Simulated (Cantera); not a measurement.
A closed system holds: 1 mol Si, 6 mol Cl2, a varied amount of N2, equilibrated at 748.15 K and 13300 Pa.

Method: chemical equilibrium by Gibbs-energy minimisation in Cantera with the NASA 1993 tables (ideal gas, pure condensed phases). Candidate condensed phases: Si, Si3N4; 13 gas species. Equilibrium is a limit: real reactors are often held back by kinetics, nucleation or transport.

x: gas mole fraction; nothing condenses.

```csv
n(N2) (mol),x N2,x Cl2,x SiCl4,x Cl
1.2,0.194,0.645,0.161,5.68e-6
2,0.286,0.571,0.143,5.35e-6
3.4,0.405,0.476,0.119,4.88e-6
5.8,0.537,0.370,0.0926,4.31e-6
9.7,(withheld),(withheld),(withheld),(withheld)
16,(withheld),(withheld),(withheld),(withheld)
28,0.848,0.121,0.0303,2.46e-6
46,0.902,0.0784,0.0196,1.98e-6
78,0.940,0.0482,0.0120,1.55e-6
```

Question: Fill in the missing entries.

Answer: 
- 9.7, x N2: 0.660
- 9.7, x Cl2: 0.272
- 9.7, x SiCl4: 0.0680
- 9.7, x Cl: 3.69e-6
- 16, x N2: 0.762
- 16, x Cl2: 0.190
- 16, x SiCl4: 0.0476
- 16, x Cl: 3.09e-6
